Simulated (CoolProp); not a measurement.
Model: reference Helmholtz-energy equation of state, Akasaka 2020, in CoolProp.

### Question
For R1123, give the phase and the Joule-Thomson coefficient (K/MPa), isothermal compressibility (1/MPa), expansivity (1/kK) at 346.8 K and 620 kPa; 346.8 K and 6200 kPa.

### Answer
- 346.8 K and 620 kPa: gas; Joule-Thomson coefficient 8.89, isothermal compressibility 1.69, expansivity 3.33
- 346.8 K and 6200 kPa: supercritical; Joule-Thomson coefficient 6.69, isothermal compressibility 0.467, expansivity 51.7
